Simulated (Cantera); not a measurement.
## Equilibrium for titanium nitride, carbide and oxide coatings: Ti + H2O + N2

Feed: 1 mol Ti, 3.2 mol H2O, 130 mol N2, equilibrated at 0.240 bar.

These are equilibrium values from Cantera (NASA tables, ideal gas, pure condensed phases), not measurements of a reactor. Candidate condensed phases: H2O, Ti, TiN, TiO, TiO2, Ti2O3, Ti3O5, Ti4O7; 27 gas species. Mutual solubility and eutectic melting of coexisting phases are not modelled. Condensed phases not in the tables: Magnéli phases beyond Ti4O7. Kinetics and transport are ignored.

```json
[
 {"T (K)": "1800", "x N2": "0.976", "x H2": "0.0150", "x H2O": "0.00900", "x H": "8.94e-5", "n TiO2(rutile)": "1.000", "n Ti4O7(l)": "0"},
 {"T (K)": "1825", "x N2": "0.976", "x H2": "0.0150", "x H2O": "0.00900", "x H": "0.000110", "n TiO2(rutile)": "1.000", "n Ti4O7(l)": "0"},
 {"T (K)": "1850", "x N2": "0.976", "x H2": "0.0150", "x H2O": "0.00900", "x H": "0.000134", "n TiO2(rutile)": "1.000", "n Ti4O7(l)": "0"},
 {"T (K)": "1875", "x N2": "0.976", "x H2": "0.0149", "x H2O": "0.00900", "x H": "0.000164", "n TiO2(rutile)": "1.000", "n Ti4O7(l)": "0"},
 {"T (K)": "1900", "x N2": "0.976", "x H2": "0.0149", "x H2O": "0.00900", "x H": "0.000198", "n TiO2(rutile)": "1.000", "n Ti4O7(l)": "0"},
 {"T (K)": "1925", "x N2": "0.976", "x H2": "0.0149", "x H2O": "0.00899", "x H": "0.000238", "n TiO2(rutile)": "1.000", "n Ti4O7(l)": "0"},
 {"T (K)": "1950", "x N2": "0.976", "x H2": "0.0149", "x H2O": "0.00899", "x H": "0.000285", "n TiO2(rutile)": "1.000", "n Ti4O7(l)": "0"},
 {"T (K)": "1975", "x N2": "0.976", "x H2": "0.0149", "x H2O": "0.00898", "x H": "0.000340", "n TiO2(rutile)": "1.000", "n Ti4O7(l)": "0"},
 {"T (K)": "2000", "x N2": "0.976", "x H2": "0.0148", "x H2O": "0.00898", "x H": "0.000404", "n TiO2(rutile)": "1.000", "n Ti4O7(l)": "0"},
 {"T (K)": "2025", "x N2": "0.976", "x H2": "0.0148", "x H2O": "0.00897", "x H": "0.000478", "n TiO2(rutile)": "1.000", "n Ti4O7(l)": "0"},
 {"T (K)": "2050", "x N2": "0.976", "x H2": "0.0142", "x H2O": "0.00949", "x H": "0.000552", "n TiO2(rutile)": "0.714", "n Ti4O7(l)": "0.0714"},
 {"T (K)": "2075", "x N2": "0.976", "x H2": "0.0129", "x H2O": "0.0108", "x H": "0.000617", "n TiO2(rutile)": "0", "n Ti4O7(l)": "0.250"},
 {"T (K)": "2100", "x N2": "0.976", "x H2": "0.0128", "x H2O": "0.0108", "x H": "0.000721", "n TiO2(rutile)": "0", "n Ti4O7(l)": "0.250"}
]
```
x: gas mole fraction; n: condensed amount in mol.

From 1800 K to 2025 K the condensed part is TiO2(rutile). At 2050 K the condensed part is TiO2(rutile) + Ti4O7(l). From 2075 K to 2100 K the condensed part is Ti4O7(l). The main Ti-bearing gas is TiO2 throughout.
